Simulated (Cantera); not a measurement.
Input: 1 mol V₂O₃, 170 mol H₂, 1.4 mol H₂O, at 79.0 Pa.

Cantera equilibrium calculation (NASA polynomials, part measured and part estimated; ideal gas, pure solids and liquids). Candidate condensed phases: H₂O, V, VO, V₂O₃, V₂O₄, V₂O₅; 12 gas species. VO: taken at fixed stoichiometry. Equilibrium is a limit: real reactors are often held back by kinetics, nucleation or transport.

Q: At 1625 °C, list the 4 most abundant gas species with their mole fractions, and the condensed phases.

A: H₂ 0.959, H 0.0272, H₂O 0.0119, VO₂ 0.00188. Condensed: VO(s).
